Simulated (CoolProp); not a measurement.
Ethanol along the isotherm 98.25 °C: fugacity coefficient from the reference equation and from simpler models built on Tc = 241.6 °C, pc = 62.68 bar, ω = 0.644; each cubic takes its own stable root.

The numbers come from the reference Helmholtz-energy equation of state, Schroeder 2014 in CoolProp.

| p (bar) | phase | reference | van der Waals | Redlich-Kwong |
|---|---|---|---|---|
| 0.496 | gas | 0.9883 | 0.9950 | 0.9933 |
| 0.881 | gas | 0.9792 | 0.9910 | 0.9881 |
| 1.57 | gas | 0.9629 | 0.9841 | 0.9788 |
| 2.79 | liquid | 0.7197 | 0.9717 | 0.9624 |
| 4.96 | liquid | 0.4067 | 0.9496 | 0.9333 |
| 8.81 | liquid | 0.2308 | 0.9105 | 0.7275 |
| 15.7 | liquid | 0.1314 | 0.7967 | 0.4160 |
| 27.9 | liquid | 0.07582 | 0.4703 | 0.2420 |
| 49.6 | liquid | 0.04461 | 0.2878 | 0.1443 |
| 88.1 | liquid | 0.02718 | 0.1875 | ___ |
| 157 | liquid | 0.01755 | ___ | ___ |

### Question
Fill in the missing entries.

### Answer

- 88.1, Redlich-Kwong: 0.09004
- 157, van der Waals: 0.1358
- 157, Redlich-Kwong: 0.06052

At some of these states van der Waals, Redlich-Kwong gives the other phase, because its saturation line lies elsewhere.
